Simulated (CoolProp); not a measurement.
A simple Rankine cycle with isobutane: condensing at 318.15 K, boiler at 2.03 MPa, turbine inlet 414.3 K, turbine efficiency 0.9, pump efficiency 0.8, no recuperator. Each further row changes one setting.

The numbers come from the reference Helmholtz-energy equation of state, Bücker 2006 in CoolProp.

```
case                             thermal efficiency (%)  net work (kJ/kg)  heat in (kJ/kg)  turbine exit temperature (K)  volume ratio over the turbine
-------------------------------  ----------------------  ----------------  ---------------  ----------------------------  -----------------------------
as stated                                          10.5              49.5              472                         375.7                           3.56
turbine inlet 434.3 K                              10.3              53.9              522                         397.2                           3.47
condensing temperature 310.15 K                    11.9              58.5              492                         370.0                           4.37
boiler pressure 1.42 MPa                            7.7              37.6              488                         388.9                           2.38
turbine efficiency 0.8                              9.3              43.6              472                         378.5                           3.59
```
